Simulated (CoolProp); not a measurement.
Computed with CoolProp (reference Helmholtz-energy equation of state, Akasaka 2023).

**Question.** Give the vapour pressure (kPa), enthalpy of vaporisation (kJ/kg), vapour Z of saturated R1224YDZ at 314.4, 345.4 K.

**Answer.** 
```json
[
 {"T (K)": "314.4", "p (kPa)": "254", "enthalpy of vaporisation (kJ/kg)": "156", "vapour Z": "0.911"},
 {"T (K)": "345.4", "p (kPa)": "607", "enthalpy of vaporisation (kJ/kg)": "138", "vapour Z": "0.842"}
]
```
